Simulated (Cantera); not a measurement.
A Cantera script and what it prints.

```python
import numpy as np
import cantera as ct

gas_names = """
    H HNO HNO2 HNO3 HO2 H2 H2O H2O2 N NH NH2 NH3 NH2OH NO NO2 NO3 N2 N2H2 N2H4 N2O O OH O2 O3 Si SiH
    SiH2 SiH3 SiH4 SiN SiO SiO2 Si2 Si2N Si3
""".split()
cond_names = """
    H2O(s) H2O(L) Si(cr) Si(L) SiO2(Lqz) SiO2(hqz) SiO2(L) Si2N2O(s) Si3N4(a)
""".split()


# ... load() reads the species with a 1 bar reference pressure and builds the phases ...
atoms = {
    'SiH4': {'Si': 1, 'H': 4},
    'H2O': {'H': 2, 'O': 1},
    'N2': {'N': 2},
}
top_T = {'Si2N2O(s)': 2100, 'Si3N4(a)': 2400}  # K; cautious upper limits of use, not melting points


# ... equilibrate(T, P, feed) seeds the gas with the atoms and calls Mixture.equilibrate('TP', solver="vcs", rtol=1e-11, max_steps=5000) ...
results = []
T = 1873  # K
P = 133.322  # Pa
for m in [0.44, 0.56, 0.72, 0.92, 1.2, 1.5, 1.9, 2.5, 3.2, 4.1, 5.2]:
    feed = {'SiH4': 1, 'H2O': m, 'N2': 180}  # mol
    mix = equilibrate(T, P, feed)
    results.append((T, P, feed, dict(zip(mix.species_names, mix.species_moles))))
    x = sorted(zip(gas.X, gas.species_names), reverse=True)
    print(f"T = {T:g} K  P = {P:g} Pa  n(H2O) = {m:g} mol  gas = {mix.phase_moles(0):.4g} mol")
    print("   x: " + "  ".join(f"{s} {v:.3e}" for v, s in x if v > 0.001))
    print("   condensed (mol): " + ("  ".join(f"{mix.phase(i).name} {mix.phase_moles(i):.4g}"
          for i in range(1, mix.n_phases) if mix.phase_moles(i) > 1e-12) or "none"))
```

Output:

```
T = 1873 K  P = 133.322 Pa  n(H2O) = 0.44 mol  gas = 183.6 mol
   x: N2 9.803e-01  H2 1.230e-02  Si 2.928e-03  SiO 2.396e-03  H 1.961e-03
   condensed (mol): none
T = 1873 K  P = 133.322 Pa  n(H2O) = 0.56 mol  gas = 183.7 mol
   x: N2 9.796e-01  H2 1.292e-02  SiO 3.048e-03  Si 2.311e-03  H 2.009e-03
   condensed (mol): none
T = 1873 K  P = 133.322 Pa  n(H2O) = 0.72 mol  gas = 183.9 mol
   x: N2 9.787e-01  H2 1.375e-02  SiO 3.915e-03  H 2.073e-03  Si 1.479e-03
   condensed (mol): none
T = 1873 K  P = 133.322 Pa  n(H2O) = 0.92 mol  gas = 184.1 mol
   x: N2 9.776e-01  H2 1.478e-02  SiO 4.997e-03  H 2.149e-03
   condensed (mol): none
T = 1873 K  P = 133.322 Pa  n(H2O) = 1.2 mol  gas = 184.4 mol
   x: N2 9.761e-01  H2 1.519e-02  SiO 5.422e-03  H 2.179e-03  H2O 1.068e-03
   condensed (mol): none
T = 1873 K  P = 133.322 Pa  n(H2O) = 1.5 mol  gas = 184.7 mol
   x: N2 9.745e-01  H2 1.518e-02  SiO 5.411e-03  H2O 2.665e-03  H 2.178e-03
   condensed (mol): none
T = 1873 K  P = 133.322 Pa  n(H2O) = 1.9 mol  gas = 185.1 mol
   x: N2 9.724e-01  H2 1.517e-02  SiO 5.397e-03  H2O 4.785e-03  H 2.177e-03
   condensed (mol): none
T = 1873 K  P = 133.322 Pa  n(H2O) = 2.5 mol  gas = 185.7 mol
   x: N2 9.692e-01  H2 1.515e-02  H2O 7.947e-03  SiO 5.377e-03  H 2.176e-03
   condensed (mol): none
T = 1873 K  P = 133.322 Pa  n(H2O) = 3.2 mol  gas = 186.4 mol
   x: N2 9.655e-01  H2 1.513e-02  H2O 1.161e-02  SiO 5.353e-03  H 2.174e-03
   condensed (mol): none
T = 1873 K  P = 133.322 Pa  n(H2O) = 4.1 mol  gas = 187.3 mol
   x: N2 9.609e-01  H2O 1.627e-02  H2 1.511e-02  SiO 5.322e-03  H 2.173e-03
   condensed (mol): none
T = 1873 K  P = 133.322 Pa  n(H2O) = 5.2 mol  gas = 188.3 mol
   x: N2 9.557e-01  H2O 2.137e-02  H2 1.564e-02  SiO 4.718e-03  H 2.210e-03
   condensed (mol): SiO2(L) 0.108
```

Equilibrium computed with Cantera from the NASA thermochemical tables; the gas is ideal and each condensed phase is pure. The tables' values for SiN, SiO2 are old estimates; treat these amounts as uncertain. The tables hold silica as quartz up to 1696 K and as liquid above; real silica turns to tridymite and cristobalite and melts near 1996 K.
